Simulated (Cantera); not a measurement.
Feed: 1 mol Ca(OH)2, 0.18 mol C, 0.027 mol O2, at 7.10 mbar.

Equilibrium computed with Cantera from the NASA thermochemical tables; the gas is ideal and each condensed phase is pure. Candidate condensed phases: C, C6H6, C7H8, C8H18, Ca, CaCO3, CaO, Ca(OH)2, H2O; 115 gas species. Rates play no part.

Which condensed phases are stable at each of these points (T (°C)): 525, 625, 725, 825, 925, 1025, 1125, 1225, 1325, 1425, 1525, 1625, 1725, 1825?


| T (°C) | condensed phases | Ca condensed (%) |
|---|---|---|
| 525 | CaCO3(calcite) + CaO(s) | 100.0 |
| 625 | CaO(s) | 100.0 |
| 725 | CaO(s) | 100.0 |
| 825 | CaO(s) | 100.0 |
| 925 | CaO(s) | 100.0 |
| 1025 | CaO(s) | 100.0 |
| 1125 | CaO(s) | 100.0 |
| 1225 | CaO(s) | 100.0 |
| 1325 | CaO(s) | 100.0 |
| 1425 | CaO(s) | 100.0 |
| 1525 | CaO(s) | 100.0 |
| 1625 | CaO(s) | 100.0 |
| 1725 | CaO(s) | 100.0 |
| 1825 | CaO(s) | 100.0 |

At 525 °C the condensed part is CaCO3(calcite) + CaO(s). From 625 °C to 1825 °C the condensed part is CaO(s).
